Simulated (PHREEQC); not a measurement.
Consider water at 20 °C with 0.06 mol NaOH and 0.075 mol K2SO4 per kg of water. Closed to the air; pH follows from the charge balance.

Equilibrium calculation in PHREEQC: ion-association model, wateq4f.dat.

```
quantity                  before    after
------------------------  ------  -------
pH                         12.79    10.92
ionic strength (mol/kgw)   0.250  0.00283
```

**Question.** Name the change that produced these shifts.
(A) diluted 2-fold with water
(B) temperature from 20 to 60 °C
(C) diluted 100-fold with water
(D) diluted 5-fold with water
(E) K2SO4 left out

**Answer.** C, diluted 100-fold with water

Precipitation was switched off in this run.
